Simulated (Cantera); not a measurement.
Charge: 1 mol Si, 2.4 mol Cl₂, 9.8 mol H₂, at 0.100 bar.

Cantera equilibrium calculation (NASA polynomials, part measured and part estimated; ideal gas, pure solids and liquids). Candidate condensed phases: Si; 19 gas species. The tables' values for SiCl₃ are old estimates; treat these amounts as uncertain. Kinetics and transport are ignored. All values below are at 1248 K.

Base state: H₂ 0.793, HCl 0.119, SiCl₄ 0.0524, SiCl₂ 0.0129, SiHCl₃ 0.0123, SiCl₃ 0.00969, SiH₂Cl₂ 0.000393 (mole fractions); condensed: gas only.

Question: What changes in the equilibrium state with this change: Si replaced by SiCl₄?

Answer: 
```tsv
species	before	after
H₂	0.793	0.553
HCl	0.119	0.372
SiCl₄	0.0524	0.0675
SiCl₂	0.0129	0.00119
SiHCl₃	0.0123	0.00353
SiH₂Cl₂	0.000393	2.51e-5
SiCl₃	0.00969	0.00333
```
